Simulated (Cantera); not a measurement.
An adiabatic, constant-pressure homogeneous reactor starts with CO : H2 : O2 : N2 = 1 : 0.15 : 0.639 : 2.4 (molar parts), equivalence ratio 0.90, at 1298 K and 14.0 bar.

Computed with Cantera and GRI-Mech 3.0 (53 species, 325 reactions). The hydrogen kinetics of GRI-Mech 3.0 are dated; newer H2 mechanisms differ, most at raised pressure. The pressure lies above the range GRI-Mech 3.0 was tuned for (to about 10 atm).

One state of this run: T (K) = 2859; x CO = 0.0575; x H2 = 0.00133; x O2 = 0.0358; x NO = 0.0148; x NO2 = 1.47e-5; x H2O = 0.0345. x: mole fraction; the columns are a selection and need not sum to one.

Question: Which value of t (s) does it belong to?
(A) 7.52e-6
(B) 2.83e-5
(C) 0.000106
(D) 0.300

Answer: D, 0.300
